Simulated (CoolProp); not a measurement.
Vapour-liquid equilibrium of R113 (1) + n-hexane (2) at 172.55 °C; x and y are mole fractions of (1).

Values from CoolProp's multi-fluid Helmholtz-energy mixture model, Marx 1992 and Thol 2019; pair parameters Bell 2016.

### Question
Give the bubble pressure and the first vapour's composition at x = 0.15, 0.55, 0.95. Is there an azeotrope?

### Answer
x = 0.15: 1278 kPa, y = 0.208; x = 0.55: 1566 kPa, y = 0.616; x = 0.95: 1776 kPa, y = 0.957. No azeotrope shows between x = 0.05 and 0.95.

Pair parameters are fitted to limited data, so mixtures are less certain than the pure fluids.
